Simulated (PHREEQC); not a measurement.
Make-up at 85 °C: 1.3 mmol/kgw HF and 0.068 mmol/kgw NH4HF2. Closed to the air; pH follows from the charge balance.

The numbers come from PHREEQC with the ion-association model, wateq4f.dat.

This is a speciation only: nothing precipitates in the calculation.

### Question
What pH, ionic strength does the model give?

### Answer
pH 3.39; ionic strength 0.000487 mol/kgw.

### Question
In which forms is F present?

### Answer
HF 66 %, F- 34 % of the F.

Constants without temperature data keep their 25 °C values here.
